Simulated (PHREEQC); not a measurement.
Model water analysis in mg/kgw, 25 °C, pH 2.91, pe 11.5:

| constituent | mg/kgw |
|---|---|
| Na | 1970 |
| K | 161 |
| Ca | 251 |
| Mg | 231 |
| Cl | 1330 |
| S(6) as SO4 | 8460 |
| Zn | 4.92 |
| Al | 1020 |
| O(0) (dissolved oxygen) | 0.908 |

Valence states are taken as typed.

The numbers come from PHREEQC with the ion-association model, wateq4f.dat.

Each row changes one thing in this solution. This is a speciation only: nothing precipitates in the calculation.

```json
[
 {"case": "as made", "ionic strength (mol/kgw)": "0.187", "Na+ (mol/kgw)": "0.0816", "SO4-2 (mol/kgw)": "0.0338", "AlSO4+ (mol/kgw)": "0.0254", "Al(SO4)2- (mol/kgw)": "0.00811", "Mg+2 (mol/kgw)": "0.00530", "SI of Gypsum (CaSO4:2H2O)": "-0.32", "SI of Gibbsite (Al(OH)3)": "-2.62"},
 {"case": "Zn from 4.92 to 14.8 mg/kgw", "ionic strength (mol/kgw)": "0.188", "Na+ (mol/kgw)": "0.0816", "SO4-2 (mol/kgw)": "0.0337", "AlSO4+ (mol/kgw)": "0.0254", "Al(SO4)2- (mol/kgw)": "0.00810", "Mg+2 (mol/kgw)": "(withheld)", "SI of Gypsum (CaSO4:2H2O)": "-0.32", "SI of Gibbsite (Al(OH)3)": "-2.62"},
 {"case": "temperature from 25 to 40 °C at the same typed pH", "ionic strength (mol/kgw)": "0.181", "Na+ (mol/kgw)": "0.0815", "SO4-2 (mol/kgw)": "(withheld)", "AlSO4+ (mol/kgw)": "0.0256", "Al(SO4)2- (mol/kgw)": "0.00816", "Mg+2 (mol/kgw)": "(withheld)", "SI of Gypsum (CaSO4:2H2O)": "-0.35", "SI of Gibbsite (Al(OH)3)": "-1.87"},
 {"case": "all concentrations times 2 at the same typed pH", "ionic strength (mol/kgw)": "0.347", "Na+ (mol/kgw)": "(withheld)", "SO4-2 (mol/kgw)": "0.0582", "AlSO4+ (mol/kgw)": "0.0475", "Al(SO4)2- (mol/kgw)": "0.0208", "Mg+2 (mol/kgw)": "(withheld)", "SI of Gypsum (CaSO4:2H2O)": "+0.02", "SI of Gibbsite (Al(OH)3)": "-2.51"}
]
```

Problem. Some entries are withheld; supply them.

Solution. 
- Zn from 4.92 to 14.8 mg/kgw, Mg+2 (mol/kgw): 0.00531
- temperature from 25 to 40 °C at the same typed pH, SO4-2 (mol/kgw): 0.0320
- temperature from 25 to 40 °C at the same typed pH, Mg+2 (mol/kgw): 0.00464
- all concentrations times 2 at the same typed pH, Na+ (mol/kgw): 0.160
- all concentrations times 2 at the same typed pH, Mg+2 (mol/kgw): 0.00991

Away from 25 °C the constants follow the database's enthalpies or fits; those with neither stay at their 25 °C values.
